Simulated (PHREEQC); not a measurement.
Make-up at 25 °C: 0.024 mol Al2(SO4)3, 0.0027 mol CaCl2, 0.0064 mol HCl and 0.23 mol NaCl per kg of water. Closed to the air; pH follows from the charge balance.

Computed with PHREEQC (ion-association model, wateq4f.dat).

Each row changes one thing in this solution. This is a speciation only: nothing precipitates in the calculation.

```tsv
case	pH	ionic strength (mol/kgw)	AlSO4+ (mol/kgw)	SO4-2 (mol/kgw)	Al+3 (mol/kgw)	Al(SO4)2- (mol/kgw)	SI of Gypsum (CaSO4:2H2O)	SI of Gibbsite (Al(OH)3)
as made	2.50	0.362	0.0305	0.0225	0.0124	0.00506	-0.94	-3.51
NaCl left out	2.52	0.101	0.0338	0.0193	0.00656	0.00764	-0.74	-3.49
0.33 mol/kgw NH4Br added	2.46	0.715	0.0255	0.0191	0.0197	0.00274	-1.14	-3.57
NaCl replaced by (CH3)4NCl at the same molality	2.53	0.363	0.0310	0.0259	0.0110	0.00593	-0.89	-3.50
HCl from 0.0064 to 0.0032 mol/kgw	2.81	0.359	0.0306	0.0230	0.0121	0.00522	-0.93	-2.62
temperature from 25 to 35 °C	2.53	0.359	0.0308	0.0218	0.0120	0.00509	-0.96	-2.91
```

The ionic strength passes 0.7 mol/kgw, the rough limit of the ion-association models, in 0.33 mol/kgw NH4Br added. Species that the database lacks are ignored.
